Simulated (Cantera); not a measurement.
An isothermal plug-flow reactor at 473 K and 390 Torr (inlet), inlet velocity 4.7 m/s, active area per volume 380 1/m; feed 0.878 % H₂, 1.71 % O₂, 96.3 % N₂, 1.09 % H₂O.

Model: Deutschmann's 1995 Pt surface mechanism with GRI-Mech 3.0 gas chemistry, integrated in Cantera. Catalytic surfaces can have several steady states; this one follows from the mechanism file's or the stated starting coverage. Mass transfer to the wall is taken as infinitely fast.

x: gas mole fraction; θ: surface coverage.

```tsv
z (m)	x H₂	x O₂	x H₂O	θ free Pt	θ O*	θ OH*
4.2e-05	0.00824	0.0168	0.0114	0.694	0.234	0.0712
7.1e-05	0.00791	0.0166	0.0117	0.672	0.254	0.0725
0.00012	0.00739	0.0164	0.0123	0.638	0.286	0.0745
0.0002	[?]	0.0160	0.0130	0.588	0.334	0.0769
0.00033	[?]	0.0156	0.0139	0.520	0.400	0.0792
0.00055	[?]	0.0150	0.0151	0.432	0.486	0.0803
0.00091	[?]	0.0144	0.0163	0.336	0.584	0.0786
0.0015	[?]	0.0139	0.0173	0.244	0.682	0.0734
0.0025	[?]	0.0135	0.0181	0.164	0.770	0.0649
0.0042	[?]	0.0132	0.0187	0.105	0.840	0.0546
```

### Question
Some entries are withheld; supply them.

### Answer

- 0.0002, x H₂: 0.00666
- 0.00033, x H₂: 0.00572
- 0.00055, x H₂: 0.00459
- 0.00091, x H₂: 0.00343
- 0.0015, x H₂: 0.00240
- 0.0025, x H₂: 0.00157
- 0.0042, x H₂: 0.000981
